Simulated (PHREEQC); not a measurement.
Solution (10 °C): 0.00014 mol/kgw H4SiO4 and 0.1 mol/kgw NH4Cl. Closed to the air; pH follows from the charge balance.

Model: ion-association model, phreeqc.dat, run in PHREEQC.

This is a speciation only: nothing precipitates in the calculation.

**Question.** Estimate the pH, specific conductance.

**Answer.** pH 5.47; specific conductance 8590 µS/cm.

Saturation is exceeded, for instance for Quartz (slow to form); the values hold only as long as no solid forms. Away from 25 °C the constants follow the database's enthalpies or fits; those with neither stay at their 25 °C values.
